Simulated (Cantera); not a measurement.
A diamond (100) surface in a fixed gas of H2 with x(CH4) = 0.01, x(H) = 0.0012, x(CH3) = 3.9e-05, 0.0120 bar; coverages are run to steady state.

Cantera simulation using the Harris–Goodwin 1993 mechanism for the reconstructed diamond (100) surface; the numbers are that mechanism's predictions, not measurements.

θ: site fractions in the mechanism's names (c6HH fully hydrogenated, c6H* and c6*H radical sites, c6** diradical, c6HM methylated).

| T (K) | growth (µm/h) | θ c6HH | θ c6H* | θ c6*H | θ c6** | θ c6HM |
|---|---|---|---|---|---|---|
| 900 | 0.135 | 0.671 | 0.0101 | 0.283 | 0.00412 | 0.0253 |
| 950 | 0.159 | 0.630 | 0.0138 | 0.327 | 0.00625 | 0.0179 |
| 1000 | 0.146 | 0.591 | 0.0179 | 0.367 | 0.00899 | 0.0103 |
| 1050 | [?] | 0.555 | [?] | 0.404 | [?] | [?] |
| 1100 | 0.0585 | 0.519 | 0.0274 | 0.435 | 0.0160 | 0.00151 |
| 1150 | 0.0402 | 0.487 | 0.0324 | 0.460 | 0.0199 | 0.000489 |
| 1200 | 0.0358 | 0.459 | 0.0374 | 0.479 | 0.0238 | 0.000159 |
| 1250 | 0.0361 | 0.436 | [?] | 0.493 | [?] | [?] |
| 1300 | 0.0325 | 0.418 | 0.0471 | 0.504 | 0.0310 | 1.78e-5 |
| 1350 | 0.0221 | 0.404 | 0.0517 | 0.510 | 0.0339 | 6.08e-6 |
| 1400 | 0.0116 | 0.394 | 0.0561 | 0.513 | 0.0363 | 2.25e-6 |

Question: Fill in the missing entries.

Answer: 
- 1050, growth (µm/h): 0.0987
- 1050, θ c6H*: 0.0226
- 1050, θ c6**: 0.0123
- 1050, θ c6HM: 0.00438
- 1250, θ c6H*: 0.0423
- 1250, θ c6**: 0.0276
- 1250, θ c6HM: 5.30e-5
